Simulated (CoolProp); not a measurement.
Vapour-liquid equilibrium of n-butane (1) + R113 (2) at 0.0824 MPa; x and y are mole fractions of (1).

Computed with CoolProp (multi-fluid Helmholtz-energy mixture model, Bücker 2006 and Marx 1992; pair parameters Bell 2016).

```tsv
x	bubble temperature (°C)	y at the bubble point	dew temperature at overall composition x (°C)	liquid density (mol/L)
0.05	___	0.238	40.2	8.274
0.2	21.1	0.615	___	8.652
0.35	12.4	0.775	31.5	8.986
0.5	6.4	0.860	26.0	9.304
0.65	2.0	0.914	19.4	9.624
0.8	-1.6	0.954	10.8	___
0.95	-4.8	0.989	-1.2	___
```

Problem. Some entries are withheld; supply them.

Solution. 
- 0.05, bubble temperature (°C): 35.0
- 0.2, dew temperature at overall composition x (°C): 36.1
- 0.8, liquid density (mol/L): 9.958
- 0.95, liquid density (mol/L): 10.32

No azeotrope shows between x = 0.05 and 0.95.

The pair parameters rest on a limited set of measurements; away from them the model extrapolates.
